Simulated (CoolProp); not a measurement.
Properties of R1132(E) along the isobar 6.5 MPa (Tc = 348.8 K, pc = 5.174 MPa, ω = 0.245).

Computed with CoolProp (reference Helmholtz-energy equation of state, Akasaka 2024).

```
T (K)          phase  density (kg/m³)  cv (kJ/(kg K))  speed of sound (m/s)  expansivity (1/kK)
-----  -------------  ---------------  --------------  --------------------  ------------------
300.4         liquid            938.8           1.074                 548.5               3.688
307.5         liquid            913.3           1.078                 510.6               4.092
314.6         liquid            885.5           1.082                 471.9               4.613
321.7         liquid            855.0           1.087                 432.3               5.312
328.8         liquid            820.6           1.093                 391.1               6.299
336           liquid            780.3           1.102                 346.9               7.845
343.1         liquid            731.6           1.113                 298.9               10.58
350.2  supercritical            665.6           1.133                 242.9               17.25
357.3  supercritical            543.7           1.176                 173.9               49.35
364.4  supercritical            347.0           1.184                 151.6               51.86
371.5  supercritical            269.4           1.140                 161.7               24.96
378.7  supercritical            233.4           1.115                 171.6               16.26
385.8  supercritical            211.2           1.100                 179.9               12.31
392.9  supercritical            195.2           1.091                 187.2               10.02
400    supercritical            182.8           1.087                 193.7               8.516
```
